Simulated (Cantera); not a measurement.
Feed: 1 mol CCl4, 0.068 mol H2, held at 7.50 Torr.

Method: chemical equilibrium by Gibbs-energy minimisation in Cantera with the NASA 1993 tables (ideal gas, pure condensed phases). Candidate condensed phases: C, C6H6, C7H8, C8H18; 91 gas species. Equilibrium is a limit: real reactors are often held back by kinetics, nucleation or transport. All values below are at 2573 K.

Base state: Cl 0.965, HCl 0.0311, H 0.00267, Cl2 0.000561, C3 0.000150, H2 6.05e-5, C 4.41e-5, C2 1.40e-5 (mole fractions); condensed: C(graphite).

Task: What changes in the equilibrium state with this change: pressure from 7.50 Torr to 1.00 Torr?

Result: 
```json
[
 {"species": "Cl", "before": "0.965", "after": "0.965"},
 {"species": "HCl", "before": "0.0311", "after": "0.0201"},
 {"species": "H", "before": "0.00267", "after": "0.0130"},
 {"species": "C3", "before": "0.000150", "after": "0.00112"},
 {"species": "Cl2", "before": "0.000561", "after": "7.47e-5"},
 {"species": "C2", "before": "1.40e-5", "after": "0.000105"},
 {"species": "C", "before": "4.41e-5", "after": "0.000331"},
 {"species": "C2H", "before": "3.25e-6", "after": "1.58e-5"},
 {"species": "C(graphite), mol", "before": "0.998", "after": "0.984"}
]
```
